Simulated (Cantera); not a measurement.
Feed: 1 mol AlN, 5.7 mol H2, at 0.0420 bar.

Equilibrium computed with Cantera from the NASA thermochemical tables; the gas is ideal and each condensed phase is pure. Candidate condensed phases: Al, AlN; 13 gas species. Kinetics and transport are ignored.

### Question
At 1950 K, list the 5 most abundant gas species with their mole fractions, and the condensed phases.

### Answer
H2 0.976, Al 0.0115, N2 0.00612, H 0.00553, AlH 0.000729. Condensed: AlN(s).
